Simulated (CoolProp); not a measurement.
Properties of CH3F (R41) along the isobar 0.101 MPa (Tc = 317.3 K, pc = 5.906 MPa, ω = 0.200).

Values from CoolProp's reference Helmholtz-energy equation of state, Lemmon 2006. It is a short technical equation, of lower accuracy than the large ones.

| T (K) | phase | cp (kJ/(kg K)) | Joule-Thomson coefficient (K/MPa) |
|---|---|---|---|
| 197.3 | gas | 1.198 | 74.19 |
| 214.8 | gas | 1.117 | 53.52 |
| 232.4 | gas | 1.086 | 40.16 |
| 249.9 | gas | 1.079 | 31.30 |
| 267.4 | gas | 1.086 | 25.13 |
| 284.9 | gas | 1.102 | 20.66 |
| 302.4 | gas | 1.124 | 17.30 |
| 319.9 | gas | 1.150 | 14.71 |
| 337.4 | gas | 1.180 | 12.65 |
| 354.9 | gas | 1.212 | 10.99 |
| 372.5 | gas | 1.247 | 9.618 |
| 390 | gas | 1.282 | 8.486 |
| 407.5 | gas | 1.318 | 7.533 |
| 425 | gas | 1.355 | 6.725 |
